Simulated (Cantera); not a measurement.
Cantera run:

```python
import numpy as np
import cantera as ct

gas_names = """
    F F2 H HF H2 H2F2 H3F3 H4F4 H5F5 H6F6 H7F7 N NF NF2 NF3 NH NH2 NH3 N2 N2H2 N2H4 Si SiF SiF2 SiF3
    SiF4 SiH SiHF3 SiH2 SiH2F2 SiH3 SiH3F SiH4 SiN Si2 Si2N Si3
""".split()
cond_names = """
    Si(cr) Si(L) Si3N4(a)
""".split()


# ... load() reads the species with a 1 bar reference pressure and builds the phases ...
atoms = {
    'Si3N4': {'Si': 3, 'N': 4},
    'HF': {'H': 1, 'F': 1},
}
top_T = {'Si3N4(a)': 2400}  # K; cautious upper limits of use, not melting points


# ... equilibrate(T, P, feed) seeds the gas with the atoms and calls Mixture.equilibrate('TP', solver="vcs", rtol=1e-11, max_steps=5000) ...
results = []
P = 930  # Pa
for T in [1223, 1298, 1373, 1448, 1523, 1598, 1673, 1748, 1823, 1898, 1973, 2048]:
    for m in [1.1, 1.4, 1.8, 2.3, 2.9, 3.6, 4.6, 5.8, 7.3, 9.2, 12, 15, 18]:
        feed = {'Si3N4': 1, 'HF': m}  # mol
        mix = equilibrate(T, P, feed)
        results.append((T, P, feed, dict(zip(mix.species_names, mix.species_moles))))

for T, P, feed, n in results:
    print(f"{T:7g} {feed['HF']:10.4g}  " + (" + ".join(c for c in cond_names if n.get(c, 0) > 1e-12) or "gas only"))
```

Output:

```
   1223        1.1  Si3N4(a)
   1223        1.4  Si3N4(a)
   1223        1.8  Si3N4(a)
   1223        2.3  Si3N4(a)
   1223        2.9  Si3N4(a)
   1223        3.6  Si3N4(a)
   1223        4.6  Si3N4(a)
   1223        5.8  Si3N4(a)
   1223        7.3  Si3N4(a)
   1223        9.2  Si3N4(a)
   1223         12  gas only
   1223         15  gas only
   1223         18  gas only
   1298        1.1  Si3N4(a)
   1298        1.4  Si3N4(a)
   1298        1.8  Si3N4(a)
   1298        2.3  Si3N4(a)
   1298        2.9  Si3N4(a)
   1298        3.6  Si3N4(a)
   1298        4.6  Si3N4(a)
   1298        5.8  Si3N4(a)
   1298        7.3  Si3N4(a)
   1298        9.2  Si3N4(a)
   1298         12  gas only
   1298         15  gas only
   1298         18  gas only
   1373        1.1  Si3N4(a)
   1373        1.4  Si3N4(a)
   1373        1.8  Si3N4(a)
   1373        2.3  Si3N4(a)
   1373        2.9  Si3N4(a)
   1373        3.6  Si3N4(a)
   1373        4.6  Si3N4(a)
   1373        5.8  Si3N4(a)
   1373        7.3  Si3N4(a)
   1373        9.2  Si3N4(a)
   1373         12  gas only
   1373         15  gas only
   1373         18  gas only
   1448        1.1  Si3N4(a)
   1448        1.4  Si3N4(a)
   1448        1.8  Si3N4(a)
   1448        2.3  Si3N4(a)
   1448        2.9  Si3N4(a)
   1448        3.6  Si3N4(a)
   1448        4.6  Si3N4(a)
   1448        5.8  Si3N4(a)
   1448        7.3  Si3N4(a)
   1448        9.2  Si3N4(a)
   1448         12  gas only
   1448         15  gas only
   1448         18  gas only
   1523        1.1  Si3N4(a)
   1523        1.4  Si3N4(a)
   1523        1.8  Si3N4(a)
   1523        2.3  Si3N4(a)
   1523        2.9  Si3N4(a)
   1523        3.6  Si3N4(a)
   1523        4.6  Si3N4(a)
   1523        5.8  Si3N4(a)
   1523        7.3  Si3N4(a)
   1523        9.2  Si3N4(a)
   1523         12  gas only
   1523         15  gas only
   1523         18  gas only
   1598        1.1  Si3N4(a)
   1598        1.4  Si3N4(a)
   1598        1.8  Si3N4(a)
   1598        2.3  Si3N4(a)
   1598        2.9  Si3N4(a)
   1598        3.6  Si3N4(a)
   1598        4.6  Si3N4(a)
   1598        5.8  Si3N4(a)
   1598        7.3  Si3N4(a)
   1598        9.2  Si3N4(a)
   1598         12  gas only
   1598         15  gas only
   1598         18  gas only
   1673        1.1  Si3N4(a)
   1673        1.4  Si3N4(a)
   1673        1.8  Si3N4(a)
   1673        2.3  Si3N4(a)
   1673        2.9  Si3N4(a)
   1673        3.6  Si3N4(a)
   1673        4.6  Si3N4(a)
   1673        5.8  Si3N4(a)
   1673        7.3  Si3N4(a)
   1673        9.2  Si3N4(a)
   1673         12  gas only
   1673         15  gas only
   1673         18  gas only
   1748        1.1  Si(L) + Si3N4(a)
   1748        1.4  Si(L) + Si3N4(a)
   1748        1.8  Si(L) + Si3N4(a)
   1748        2.3  Si(L) + Si3N4(a)
   1748        2.9  Si(L) + Si3N4(a)
   1748        3.6  Si(L)
   1748        4.6  Si(L)
   1748        5.8  Si(L)
   1748        7.3  Si(L)
   1748        9.2  gas only
   1748         12  gas only
   1748         15  gas only
   1748         18  gas only
   1823        1.1  Si(L)
   1823        1.4  Si(L)
   1823        1.8  Si(L)
   1823        2.3  Si(L)
   1823        2.9  Si(L)
   1823        3.6  Si(L)
   1823        4.6  Si(L)
   1823        5.8  Si(L)
   1823        7.3  Si(L)
   1823        9.2  gas only
   1823         12  gas only
   1823         15  gas only
   1823         18  gas only
   1898        1.1  Si(L)
   1898        1.4  Si(L)
   1898        1.8  Si(L)
   1898        2.3  Si(L)
   1898        2.9  Si(L)
   1898        3.6  Si(L)
   1898        4.6  Si(L)
   1898        5.8  Si(L)
   1898        7.3  Si(L)
   1898        9.2  gas only
   1898         12  gas only
   1898         15  gas only
   1898         18  gas only
   1973        1.1  Si(L)
   1973        1.4  Si(L)
   1973        1.8  Si(L)
   1973        2.3  Si(L)
   1973        2.9  Si(L)
   1973        3.6  Si(L)
   1973        4.6  Si(L)
   1973        5.8  Si(L)
   1973        7.3  gas only
   1973        9.2  gas only
   1973         12  gas only
   1973         15  gas only
   1973         18  gas only
   2048        1.1  Si(L)
   2048        1.4  Si(L)
   2048        1.8  Si(L)
   2048        2.3  Si(L)
   2048        2.9  Si(L)
   2048        3.6  Si(L)
   2048        4.6  Si(L)
   2048        5.8  Si(L)
   2048        7.3  gas only
   2048        9.2  gas only
   2048         12  gas only
   2048         15  gas only
   2048         18  gas only
```

Equilibrium computed with Cantera from the NASA thermochemical tables; the gas is ideal and each condensed phase is pure. Mutual solubility and eutectic melting of coexisting phases are not modelled. The tables' values for SiF2, SiF3 are old estimates.
